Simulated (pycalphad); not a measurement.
Source of the numbers: pycalphad with the COST 507 light-alloy database (1999); pressure 1 atm. These are 1990s assessments: newer ones move some temperatures and phases. Amounts are mole fractions of atoms. Kinetics are ignored, which matters at the lower temperatures.

Give the equilibrium state of Ti-34.6B (at.%) at 825 K.

BM, fraction 0.692, with 50.0 B at.%; HCP_A3, fraction 0.308, with 0.06 B at.%.

Give the equilibrium state of Ti-34.6B (at.%) at 1500 K.

BM, fraction 0.691, with 50.0 B at.%; BCC_A2, fraction 0.309, with 0.18 B at.%.

Database names, with the compositions (at.%) that they take in these runs: BM: Ti 50 B 50. BCC_A2 is bcc; HCP_A3 is hcp.
